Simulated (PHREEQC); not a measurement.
A PHREEQC input (ion-association model, wateq4f.dat):

```
SOLUTION 1
  temp 25
  units mg/kgw
  pH 6.03
  pe 10.6
  Na 0.0784
  K 0.00044
  Ca 0.00588
  Mg 0.000648
  Cl 0.0568
  S(6) 0.0711 as SO4
  Alkalinity 0.042
  Ba 0.000241
  Ni 0.00273
  Cd 0.000117
  Zn 0.00278
  Si 5.72e-05 as SiO2
END
USE solution 1
EQUILIBRIUM_PHASES 1
  Chalcedony 0 0
  CO2(g) -3.4 10
END
```

The run finishes without an error or a warning.

Its last state differs from that of the intended input:

| quantity | as run | intended |
|---|---|---|
| pH | 5.68 | 5.67 |
| ionic strength (mol/kgw) | 7.02e-6 | 7.01e-6 |

Question: One thing in the input isn't as intended. What explains the difference?

Answer: Several could match; the one computed here: The fault: 'as HCO3' left off the alkalinity, which is then read as CaCO3.
